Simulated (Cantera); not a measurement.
Equilibrium for boron, boron nitride and boron oxide: B2O3 + O2 + NH3

Feed: 1 mol B2O3, 4.2 mol O2, a varied amount of NH3, equilibrated at 82.5 Torr.

Equilibrium computed with Cantera from the NASA thermochemical tables; the gas is ideal and each condensed phase is pure. Candidate condensed phases: B, BN, B2O3, B3O3H3, H2O; 39 gas species. The numbers say what is thermodynamically allowed, not how fast it happens.

Stable condensed phases:

```
T in K \ n(NH3) in mol
         1.1 1.4 1.8 2.2 2.7 3.4 4.2 5.2 6.5 8.1  10  12  15
   2225    A   A   A   A   A   A   A   A   A   A   A   A   A
   2150    A   A   A   A   A   A   A   A   A   A   A   A   A
   2075    A   A   A   A   A   A   A   A   A   A   A   A   A
   2000    A   A   A   A   A   A   A   A   A   A   A   A   A
   1925    A   A   A   A   A   A   A   A   A   A   A   A   A
   1850    A   A   A   A   A   A   A   A   A   A   A   A   A
   1775    B   B   A   A   A   A   A   A   A   A   A   A   A
   1700    B   B   B   B   B   A   A   A   A   A   A   A   A
   1625    B   B   B   B   B   B   B   B   A   A   A   A   A
   1550    B   B   B   B   B   B   B   B   B   B   B   B   B
   1475    B   B   B   B   B   B   B   B   B   B   B   B   B
   1400    B   B   B   B   B   B   B   B   B   B   B   B   B
   1325    B   B   B   B   B   B   B   B   B   B   B   B   B
   1250    B   B   B   B   B   B   B   B   B   B   B   B   B
```

A: gas only; B: B2O3.
